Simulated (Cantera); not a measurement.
Feed: 1 mol Si, a varied amount of NF3, at 475 °C and 0.210 bar.

These are equilibrium values from Cantera (NASA tables, ideal gas, pure condensed phases), not measurements of a reactor. Candidate condensed phases: Si, Si3N4; 16 gas species. Equilibrium is a limit: real reactors are often held back by kinetics, nucleation or transport.

**Question.** Which condensed phases are stable at each of these points (n(NF3) (mol)): 0.84, 1, 1.3, 1.5, 1.9, 2.3, 2.8, 3.5, 4.3, 5.2, 6.4?

**Answer.** 
| n(NF3) (mol) | condensed phases | Si condensed (%) |
|---|---|---|
| 0.84 | Si3N4(s) | 37.0 |
| 1 | Si3N4(s) | 25.0 |
| 1.3 | Si3N4(s) | 2.5 |
| 1.5 | gas only | 0.0 |
| 1.9 | gas only | 0.0 |
| 2.3 | gas only | 0.0 |
| 2.8 | gas only | 0.0 |
| 3.5 | gas only | 0.0 |
| 4.3 | gas only | 0.0 |
| 5.2 | gas only | 0.0 |
| 6.4 | gas only | 0.0 |

From 0.84 mol NF3 to 1.3 mol NF3 the condensed part is Si3N4(s). From 1.5 mol NF3 to 6.4 mol NF3 nothing is condensed.
